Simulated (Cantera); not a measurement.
Input: 1 mol FeS, 1.6 mol SO₂, 0.45 mol H₂O, 2 mol SO₃, equilibrated at 923 K and 158 Torr.

These are equilibrium values from Cantera (NASA tables, ideal gas, pure condensed phases), not measurements of a reactor. FeS: taken at fixed stoichiometry. Gases not in the tables: S₃ to S₇. The numbers say what is thermodynamically allowed, not how fast it happens.

```tsv
species	before	after
SO₂	0.881	0.886
H₂O	0.0944	0.0943
S₂	0.0204	0.0150
S₂O	0.00208	0.00244
H₂	8.64e-5	5.39e-5
SO	1.02e-5	6.41e-6
H₂S	0.00189	0.00221
FeS(s), mol	0.269	0.296
Fe₃O₄(s), mol	0.244	0.235
```
Gas species are given as mole fractions.

What was changed between the two runs?
A) temperature from 923 K to 1423.15 K
B) temperature from 923 K to 1750 K
C) pressure from 158 Torr to 750 Torr
D) temperature from 923 K to 1073.15 K

C, pressure from 158 Torr to 750 Torr
